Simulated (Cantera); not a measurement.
# Transport properties of process gases

Gas mixture: 100 % CH4, at 7000 Pa, frozen composition.

Cantera's kinetic-theory transport with the Lennard-Jones parameters of GRI-Mech 3.0, ideal gas; thermal conductivity in the mixture-averaged form.

```json
[
 {"T (K)": "400", "ρ (kg/m³)": "0.0338", "cp (J/kg/K)": "2526", "μ (µPa s)": "14.4", "λ (mW/m/K)": "50.7", "Pr": "0.720", "D (cm²/s) N2": "5.40", "D (cm²/s) C2H2": "4.34", "D (cm²/s) O": "8.03"},
 {"T (K)": "500", "ρ (kg/m³)": "0.0270", "cp (J/kg/K)": "2898", "μ (µPa s)": "17.1", "λ (mW/m/K)": "68.7", "Pr": "0.720", "D (cm²/s) N2": "7.96", "D (cm²/s) C2H2": "6.47", "D (cm²/s) O": "11.8"},
 {"T (K)": "600", "ρ (kg/m³)": "0.0225", "cp (J/kg/K)": "3287", "μ (µPa s)": "19.5", "λ (mW/m/K)": "88.6", "Pr": "0.723", "D (cm²/s) N2": "10.9", "D (cm²/s) C2H2": "8.92", "D (cm²/s) O": "16.1"},
 {"T (K)": "700", "ρ (kg/m³)": "0.0193", "cp (J/kg/K)": "3656", "μ (µPa s)": "21.7", "λ (mW/m/K)": "109", "Pr": "0.726", "D (cm²/s) N2": "14.1", "D (cm²/s) C2H2": "11.7", "D (cm²/s) O": "20.9"},
 {"T (K)": "800", "ρ (kg/m³)": "0.0169", "cp (J/kg/K)": "3989", "μ (µPa s)": "23.8", "λ (mW/m/K)": "131", "Pr": "0.726", "D (cm²/s) N2": "17.7", "D (cm²/s) C2H2": "14.7", "D (cm²/s) O": "26.2"},
 {"T (K)": "900", "ρ (kg/m³)": "0.0150", "cp (J/kg/K)": "4292", "μ (µPa s)": "25.8", "λ (mW/m/K)": "152", "Pr": "0.727", "D (cm²/s) N2": "21.6", "D (cm²/s) C2H2": "17.9", "D (cm²/s) O": "31.9"}
]
```
D: mixture-averaged diffusion coefficient of that species in the mixture.
